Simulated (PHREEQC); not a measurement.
Consider water at 70 °C and 500 atm with 0.39 mol Na2SO4 per kg of water. Closed to the air; pH follows from the charge balance.

All values are PHREEQC results (ion-association model, phreeqc.dat), not measurements.

Each row changes one thing in this solution. This is a speciation only: nothing precipitates in the calculation.

```csv
case,pH,ionic strength (mol/kgw),SO4-2 (mol/kgw),HSO4- (mol/kgw)
as made,6.71,0.848,0.229,1.83e-6
Na2SO4 replaced by Li2SO4 at the same molality,6.72,0.874,0.242,1.87e-6
temperature from 70 to 75 °C,6.69,0.846,0.228,2.23e-6
Na2SO4 replaced by ZnSO4 at the same molality,4.93,?,0.119,5.95e-5
diluted 5-fold with water,6.61,0.200,0.0612,1.11e-6
Na2SO4 from 0.39 to 0.351 mol/kgw,6.71,0.774,?,1.79e-6
0.039 mol/kgw LiCl added,6.71,0.880,0.226,1.80e-6
```

Question: What belongs in the gaps?

Answer: 
- Na2SO4 replaced by ZnSO4 at the same molality, ionic strength (mol/kgw): 0.787
- Na2SO4 from 0.39 to 0.351 mol/kgw, SO4-2 (mol/kgw): 0.211

The ionic strength passes 0.7 mol/kgw, the rough limit of the ion-association models, in as made; Na2SO4 replaced by Li2SO4 at the same molality; temperature from 70 to 75 °C; Na2SO4 replaced by ZnSO4 at the same molality; Na2SO4 from 0.39 to 0.351 mol/kgw; 0.039 mol/kgw LiCl added. Under pressure, the constants of complexes without a molar volume in the database are unreliable. At this temperature some constants are extrapolated from 25 °C, and those without enthalpy data are left unchanged.
